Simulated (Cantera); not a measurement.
Charge: 1 mol N₂O, 0.73 mol SO₂, 8.5 mol H₂, held at 1.33 mbar.

Equilibrium computed with Cantera from the NASA thermochemical tables; the gas is ideal and each condensed phase is pure. Candidate condensed phases: H₂O, H₂SO₄, S; 35 gas species. Kinetics and transport are ignored. All values below are at 1475 K.

Base state: H₂ 0.603, H₂O 0.248, N₂ 0.102, S₂ 0.0277, H₂S 0.0151, SH 0.00189, SO₂ 0.00136, SO 0.000574 (mole fractions); condensed: gas only.

Q: What changes in the equilibrium state with this change: H₂ from 8.5 to 1.2 mol?

A: 
| species | before | after |
|---|---|---|
| H₂O | 0.248 | 0.368 |
| N₂ | 0.102 | 0.343 |
| SO₂ | 0.00136 | 0.236 |
| H₂ | 0.603 | 0.0434 |
| H₂S | 0.0151 | 0.000439 |
| S₂ | 0.0277 | 0.00455 |
| SH | 0.00189 | 0.000206 |
| SO | 0.000574 | 0.00481 |
